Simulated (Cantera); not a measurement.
Input: 1 mol AlCl3, 1.1 mol N2O, 71 mol H2, equilibrated at 1825 °C.

Equilibrium computed with Cantera from the NASA thermochemical tables; the gas is ideal and each condensed phase is pure. Candidate condensed phases: Al, AlCl3, AlN, Al2O3, H2O, NH4Cl; 45 gas species. The tables' values for AlOH, AlCl2 are old estimates; treat these amounts as uncertain. Rates play no part.

**Question.** At 3.00 Torr, list the 5 most abundant gas species with their mole fractions, and the condensed phases.

**Answer.** H2 0.895, H 0.0460, HCl 0.0318, N2 0.0145, AlCl 0.00649. Condensed: Al2O3(s).
